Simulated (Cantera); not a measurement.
Charge: 1 mol trisilylamine, 3.1 mol N2, 4.7 mol H2, equilibrated at 1800 °C and 1.33 mbar.

Cantera equilibrium calculation (NASA polynomials, part measured and part estimated; ideal gas, pure solids and liquids). Candidate condensed phases: Si, Si3N4; 18 gas species. The feed counts by its element totals alone. The tables' values for SiN are old estimates; treat these amounts as uncertain. Gases not in the tables: Si2H6 and higher silanes. Rates play no part.

Task: What is the equilibrium state?

Result: 
| Item | Value |
|---|---|
| x(H2) | 0.614 |
| x(N2) | 0.251 |
| x(Si) | 0.0748 |
| x(H) | 0.0565 |
| x(SiH) | 0.00123 |
| x(Si2) | 0.000918 |
| x(Si2N) | 0.000370 |
| x(SiN) | 0.000301 |
| x(Si3) | 0.000190 |
| n(Si(l)) | 1.86 mol |
| gas amount | 14.30 mol |
